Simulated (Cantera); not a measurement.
**Stirred combustor or abatement burner**

A perfectly stirred reactor is fed with 16.4 % CH3OH, 17.5 % O2, 66.1 % N2, equivalence ratio 1.4, at 0.424 atm; it is adiabatic with a 448 K inlet, and is followed from long to short residence time, starting on the burning branch (τ in s: 0.13, 0.05, 0.019, 0.0072, 0.0027, 0.001, 0.00039, 0.00015, 5.5e-05, 2.1e-05, 7.8e-06).

Model: GRI-Mech 3.0 (53 species, 325 reactions), integrated in Cantera. GRI-Mech 3.0 was tuned for natural gas; its chemistry of methanol as a main component is partial and can be far from experiment.

| τ (s) | T (K) | x CH3OH | x O2 | x NO | x CH2 | x H |
|---|---|---|---|---|---|---|
| 0.13 | 2083 | 1.33e-6 | 0.000344 | 0.000140 | 5.54e-8 | 0.00439 |
| 0.050 | 2061 | 2.48e-6 | 0.000661 | 0.000133 | 1.19e-7 | 0.00629 |
| 0.019 | 2031 | 4.84e-6 | 0.00120 | 0.000118 | 2.62e-7 | 0.00878 |
| 0.0072 | 1995 | 1.00e-5 | 0.00197 | 9.78e-5 | 5.85e-7 | 0.0117 |
| 0.0027 | 1957 | 2.26e-5 | 0.00299 | 7.75e-5 | 1.34e-6 | 0.0144 |
| 0.0010 | 1922 | 5.67e-5 | 0.00448 | 5.93e-5 | 3.25e-6 | 0.0162 |
| 0.00039 | 1884 | 0.000153 | 0.00735 | 4.18e-5 | 7.83e-6 | 0.0161 |
| 0.00015 | 1781 | 0.000665 | 0.0186 | 1.44e-5 | 1.95e-5 | 0.0109 |
| 5.5e-5 | 448 | 0.164 | 0.175 | <1e-12 | <1e-12 | <1e-12 |
| 2.1e-5 | 448 | 0.164 | 0.175 | <1e-12 | <1e-12 | <1e-12 |
| 7.8e-6 | 448 | 0.164 | 0.175 | <1e-12 | <1e-12 | <1e-12 |
x: mole fraction; the columns are a selection and need not sum to one.
